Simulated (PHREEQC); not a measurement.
## Alkaline etch or developer

Solution (25 °C): 0.009 mol NH3, 0.01 mol CO2 and 0.39 mol K3PO4 per kg of water. Closed to the air; pH follows from the charge balance.

The numbers come from PHREEQC with the ion-association model, phreeqc.dat.

Precipitation was switched off in this run.

Problem. Estimate the pH.

Solution. pH 11.98.

Problem. In which forms is P present?

Solution. PO4-3 90 %, HPO4-2 7.7 %, KHPO4- 2.1 % of the P.

Caution: at this ionic strength the ion-association model is outside its range; a Pitzer model would be the better tool where its parameters exist.
